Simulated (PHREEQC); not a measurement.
## Phosphoric acid bath: speciation

Solution (75 °C): 24 mmol/kgw H3PO4, 0.69 mmol/kgw K2HPO4 and 12 mmol/kgw H3AsO4. Closed to the air; pH follows from the charge balance.

Computed with PHREEQC (ion-association model, wateq4f.dat).

This is a speciation only: nothing precipitates in the calculation.

Question: Estimate the pH.

Answer: pH 2.03.

Question: In which forms is As present?

Answer: H3AsO4 71 %, H2AsO4- 29 % of the As.

Species that the database lacks are ignored. H3PO4, which wateq4f.dat lacks, is added to it with the constant of phreeqc.dat. Away from 25 °C the constants follow the database's enthalpies or fits; those with neither stay at their 25 °C values.
